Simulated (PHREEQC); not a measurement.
# Brine (model solution)

Make-up at 75 °C: 6.4 mol KOH, 0.31 mol NaHCO3 and 2.3e-05 mol H4SiO4 per kg of water. Closed to the air; pH follows from the charge balance.

All values are PHREEQC results (Pitzer model, pitzer.dat), not measurements.

Each row changes one thing in this solution. This is a speciation only: nothing precipitates in the calculation.

| case | pH | ionic strength (mol/kgw) | HCO3- (mol/kgw) |
|---|---|---|---|
| as made | 14.35 | 7.02 | 2.28e-5 |
| KOH from 6.4 to 5.76 mol/kgw | 14.16 | 6.38 | 2.69e-5 |
| temperature from 75 to 45 °C | 15.11 | 7.02 | 4.49e-6 |
| temperature from 75 to 30 °C | 15.57 | 7.02 | 1.83e-6 |
| H4SiO4 left out | 14.35 | 7.02 | 2.28e-5 |
| temperature from 75 to 40 °C | 15.26 | 7.02 | 3.35e-6 |

Complexes and solids missing from the database can't appear. In brines, pH and single-ion activities rest on the MacInnes convention. At this temperature some constants are extrapolated from 25 °C, and those without enthalpy data are left unchanged.
